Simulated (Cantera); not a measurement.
SiH4 + N2O + H2 (silicon oxide and oxynitride deposition)

Feed: 1 mol SiH4, a varied amount of N2O, 0.83 mol H2, at 848.15 K and 7.50 Torr.

Equilibrium computed with Cantera from the NASA thermochemical tables; the gas is ideal and each condensed phase is pure. Candidate condensed phases: H2O, Si, SiO2, Si2N2O, Si3N4; 35 gas species. Equilibrium is a limit: real reactors are often held back by kinetics, nucleation or transport.

At 0.17 mol N2O the condensed part is Si(s) + Si2N2O(s). At 0.5 mol N2O the condensed part is Si2N2O(s). From 0.82 mol N2O to 1.8 mol N2O the condensed part is SiO2(β-quartz) + Si2N2O(s). At 2.1 mol N2O the condensed part is SiO2(β-quartz).

```tsv
n(N2O) (mol)	x H2	x N2	x H2O	x NH3	x SiH4	n Si(s)	n Si2N2O(s)	n SiO2(β-quartz)
0.17	1.00	<1e-12	<1e-12	<1e-12	2.50e-9	0.660	0.170	0
0.5	1.00	<1e-12	2.49e-12	8.29e-12	1.05e-11	0	0.500	0
0.82	0.869	0.131	5.69e-6	5.53e-6	<1e-12	0	0.393	0.213
1.2	0.752	0.248	6.09e-6	6.13e-6	<1e-12	0	0.267	0.467
1.5	0.680	0.320	6.00e-6	5.99e-6	<1e-12	0	0.167	0.667
1.8	0.620	0.380	5.79e-6	5.68e-6	<1e-12	0	0.0667	0.867
2.1	0.554	0.426	0.0203	5.08e-6	<1e-12	0	0	1.00
```
x: gas mole fraction; n: condensed amount in mol.
